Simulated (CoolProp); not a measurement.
Properties of CF4 (R14) along the isobar 0.101 MPa.

Model: reference Helmholtz-energy equation of state, Platzer 1990, in CoolProp. This equation is an older, rougher fit.

```json
[
 {"T (K)": "193.7", "phase": "gas", "Z": "0.9851", "speed of sound (m/s)": "147.9", "isothermal compressibility (1/MPa)": "10.05", "Prandtl number": "0.749", "fugacity coefficient": "0.9853"},
 {"T (K)": "202.4", "phase": "gas", "Z": "0.9869", "speed of sound (m/s)": "150.9", "isothermal compressibility (1/MPa)": "10.03", "Prandtl number": "0.749", "fugacity coefficient": "0.9871"},
 {"T (K)": "211.1", "phase": "gas", "Z": "0.9885", "speed of sound (m/s)": "153.8", "isothermal compressibility (1/MPa)": "10.02", "Prandtl number": "0.749", "fugacity coefficient": "0.9886"},
 {"T (K)": "219.7", "phase": "gas", "Z": "0.9898", "speed of sound (m/s)": "156.7", "isothermal compressibility (1/MPa)": "10.00", "Prandtl number": "0.749", "fugacity coefficient": "0.9899"},
 {"T (K)": "228.4", "phase": "gas", "Z": "0.9909", "speed of sound (m/s)": "159.5", "isothermal compressibility (1/MPa)": "9.992", "Prandtl number": "0.749", "fugacity coefficient": "0.9910"},
 {"T (K)": "237.1", "phase": "gas", "Z": "0.9919", "speed of sound (m/s)": "162.2", "isothermal compressibility (1/MPa)": "9.982", "Prandtl number": "0.749", "fugacity coefficient": "0.9920"},
 {"T (K)": "245.7", "phase": "gas", "Z": "0.9928", "speed of sound (m/s)": "164.9", "isothermal compressibility (1/MPa)": "9.973", "Prandtl number": "0.749", "fugacity coefficient": "0.9928"},
 {"T (K)": "254.4", "phase": "gas", "Z": "0.9936", "speed of sound (m/s)": "167.5", "isothermal compressibility (1/MPa)": "9.965", "Prandtl number": "0.750", "fugacity coefficient": "0.9936"},
 {"T (K)": "263.1", "phase": "gas", "Z": "0.9942", "speed of sound (m/s)": "170.1", "isothermal compressibility (1/MPa)": "9.959", "Prandtl number": "0.750", "fugacity coefficient": "0.9943"},
 {"T (K)": "271.7", "phase": "gas", "Z": "0.9948", "speed of sound (m/s)": "172.6", "isothermal compressibility (1/MPa)": "9.953", "Prandtl number": "0.750", "fugacity coefficient": "0.9948"},
 {"T (K)": "280.4", "phase": "gas", "Z": "0.9954", "speed of sound (m/s)": "175.1", "isothermal compressibility (1/MPa)": "9.947", "Prandtl number": "0.750", "fugacity coefficient": "0.9954"},
 {"T (K)": "289.1", "phase": "gas", "Z": "0.9958", "speed of sound (m/s)": "177.6", "isothermal compressibility (1/MPa)": "9.942", "Prandtl number": "0.750", "fugacity coefficient": "0.9958"}
]
```

Viscosity comes from a separate model (Huber 2003), an estimate that may be off by 10 % or more. Thermal conductivity comes from a separate model (Huber 2003), an estimate that may be off by 10 % or more.
